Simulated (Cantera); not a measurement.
A closed system holds: 1 mol PbF2, a varied amount of N2, equilibrated at 1650 K and 0.120 Torr.

Equilibrium computed with Cantera from the NASA thermochemical tables; the gas is ideal and each condensed phase is pure. Candidate condensed phases: Pb, PbF2; 12 gas species. The numbers say what is thermodynamically allowed, not how fast it happens.

x: gas mole fraction; nothing condenses.

| n(N2) (mol) | x N2 | x PbF2 | x PbF4 | x Pb | x PbF | x F |
|---|---|---|---|---|---|---|
| 12 | 0.922 | 0.0485 | 0.0122 | ? | 0.00676 | 0.00130 |
| 15 | 0.936 | 0.0394 | 0.00982 | ? | 0.00551 | 0.00130 |
| 19 | 0.949 | 0.0315 | 0.00779 | ? | 0.00443 | 0.00129 |
| 24 | 0.959 | 0.0252 | 0.00616 | ? | 0.00356 | 0.00128 |
| 31 | 0.968 | 0.0197 | 0.00475 | ? | 0.00280 | 0.00127 |
| 39 | 0.974 | 0.0157 | 0.00373 | ? | 0.00226 | 0.00126 |
| 49 | 0.979 | 0.0126 | 0.00293 | ? | 0.00182 | 0.00125 |
| 62 | 0.983 | 0.00998 | 0.00226 | ? | 0.00146 | 0.00124 |
| 78 | 0.986 | 0.00795 | 0.00175 | ? | 0.00118 | 0.00122 |

Problem. Fill in the missing entries.

Solution. 
- 12, x Pb: 0.00943
- 15, x Pb: 0.00771
- 19, x Pb: 0.00622
- 24, x Pb: 0.00503
- 31, x Pb: 0.00398
- 39, x Pb: 0.00324
- 49, x Pb: 0.00264
- 62, x Pb: 0.00215
- 78, x Pb: 0.00176
